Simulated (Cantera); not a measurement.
A perfectly stirred reactor is fed with CH3OH : O2 : N2 = 1 : 0.938 : 5.91 (molar parts), at 1.00 atm; it is adiabatic with a 698 K inlet, and is followed from long to short residence time, starting on the burning branch (τ in s: 0.49, 0.23, 0.1, 0.048, 0.022, 0.01, 0.0047, 0.0021, 0.00099, 0.00045, 0.00021, 9.6e-05, 4.4e-05).

Computed with Cantera and GRI-Mech 3.0 (53 species, 325 reactions). GRI-Mech 3.0 was tuned for natural gas; its chemistry of methanol as a main component is partial and can be far from experiment.

One state of this run: T (K) = 1802; x CH3OH = 1.55e-5; x O2 = 0.000480; x HCN = 9.26e-6; x C2H2 = 7.73e-7; x CH4 = 2.07e-5; x CO = 0.0658; x CH2CO = 6.22e-8. x: mole fraction; the columns are a selection and need not sum to one.

### Question
Which value of τ (s) does it belong to?
A) 0.10
B) 0.0047
C) 0.00021
D) 0.048

### Answer
B, 0.0047
